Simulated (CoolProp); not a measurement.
R365MFC at several states: fugacity coefficient from the reference equation and from simpler models built on Tc = 460.0 K, pc = 3.266 MPa, ω = 0.377; each cubic takes its own stable root.

Computed with CoolProp (reference Helmholtz-energy equation of state, Lemmon 2016).

```json
[
 {"T (K)": "377.9", "p (MPa)": "0.0388", "phase": "gas", "reference": "0.9917"},
 {"T (K)": "474.8", "p (MPa)": "0.486", "phase": "gas", "reference": "0.9516"},
 {"T (K)": "470.3", "p (MPa)": "2.83", "phase": "gas", "reference": "0.7243"},
 {"T (K)": "400.7", "p (MPa)": "0.0435", "phase": "gas", "reference": "0.9924"}
]
```

**Question.** How far does each simpler model (Redlich-Kwong, Soave-Redlich-Kwong) lie from the reference over these 4 states: mean and median of the absolute difference, and the worst?

**Answer.** 
- Redlich-Kwong: mean 0.4 %, median 0.2 %, worst +1.2 % at 470.3 K and 2.83 MPa
- Soave-Redlich-Kwong: mean 0.6 %, median 0.2 %, worst +1.9 % at 470.3 K and 2.83 MPa
